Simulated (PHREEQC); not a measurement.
Ultrapure water in contact with air or piping (model solution)

Synthetic water in mmol/kgw, 20 °C, pH 6.32, pe -0.5:

```
constituent           mmol/kgw
--------------------  --------
Na                      0.0224
K                     0.000467
Ca                      0.0116
Mg                    0.000407
Cl                     0.00605
S(6)                   0.00175
Alkalinity (meq/kgw)    0.0378
Fe(2)                  0.00029
Br                       1e-05
```

Valence states are taken as typed.

Equilibrium calculation in PHREEQC: ion-association model, phreeqc.dat.

No solid was allowed to form.

**Question.** Estimate the charge-balance error.

**Answer.** charge-balance error 0.1 %.

**Question.** In which forms is C present?

**Answer.** CO2 53 %, HCO3- 47 % of the C.

Complexes and solids missing from the database can't appear.
